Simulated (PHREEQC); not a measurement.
**Metal-bearing waste water: speciation**

Consider water at 25 °C with 0.11 mmol/kgw MnSO4, 0.079 mmol/kgw MgSO4 and 0.4 mmol/kgw H2SO4. Closed to the air; pH follows from the charge balance.

All values are PHREEQC results (ion-association model, phreeqc.dat), not measurements.

- pH: 3.13
- ionic strength: 0.00184 mol/kgw
- specific conductance: 359 µS/cm
- total alkalinity: -0.800 meq/kg

```json
[
 {"species": "H+", "molality": "0.000766", "activity": "0.000733", "log γ": "-0.019"},
 {"species": "SO4-2", "molality": "0.000542", "activity": "0.000449", "log γ": "-0.082"},
 {"species": "Mn+2", "molality": "0.000103", "activity": "8.57e-5", "log γ": "-0.081"},
 {"species": "Mg+2", "molality": "7.27e-5", "activity": "6.03e-5", "log γ": "-0.081"},
 {"species": "HSO4-", "molality": "3.36e-5", "activity": "3.20e-5", "log γ": "-0.021"},
 {"species": "MnSO4", "molality": "6.84e-6", "activity": "6.84e-6", "log γ": "0.000"},
 {"species": "MgSO4", "molality": "6.35e-6", "activity": "6.35e-6", "log γ": "0.000"}
]
```

This is a speciation only: nothing precipitates in the calculation. Species that the database lacks are ignored.
